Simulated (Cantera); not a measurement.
A closed system holds: 1 mol B2H6, 0.07 mol O2, 0.37 mol H2, at 1.33 mbar.

Equilibrium computed with Cantera from the NASA thermochemical tables; the gas is ideal and each condensed phase is pure. Candidate condensed phases: B, B2O3, B3O3H3, H2O; 23 gas species. The feed counts by its element totals alone. The tables' values for BH2 are old estimates; treat these amounts as uncertain. The numbers say what is thermodynamically allowed, not how fast it happens.

x: gas mole fraction; n: condensed amount in mol.

| T (K) | x H2 | x HBO | x B2O2 | x H | x BO | x B2O3 | n B(s) |
|---|---|---|---|---|---|---|---|
| 1400 | 0.968 | 0.0244 | 0.00611 | 0.000131 | 0.000100 | ___ | 1.86 |
| 1450 | 0.967 | 0.0260 | 0.00602 | 0.000255 | 0.000193 | ___ | 1.86 |
| 1500 | 0.966 | 0.0273 | 0.00576 | 0.000474 | 0.000349 | ___ | 1.86 |
| 1550 | 0.964 | 0.0283 | 0.00542 | 0.000847 | 0.000603 | ___ | 1.86 |
| 1600 | 0.963 | 0.0290 | 0.00503 | 0.00146 | 0.000997 | ___ | 1.86 |
| 1650 | 0.962 | 0.0294 | 0.00462 | 0.00244 | 0.00159 | ___ | 1.86 |
| 1700 | 0.960 | 0.0295 | 0.00419 | 0.00395 | 0.00243 | ___ | 1.86 |

Q: Some entries are withheld; supply them.

A: 
- 1400, x B2O3: 0.000958
- 1450, x B2O3: 0.000600
- 1500, x B2O3: 0.000372
- 1550, x B2O3: 0.000231
- 1600, x B2O3: 0.000144
- 1650, x B2O3: 9.05e-5
- 1700, x B2O3: 5.68e-5
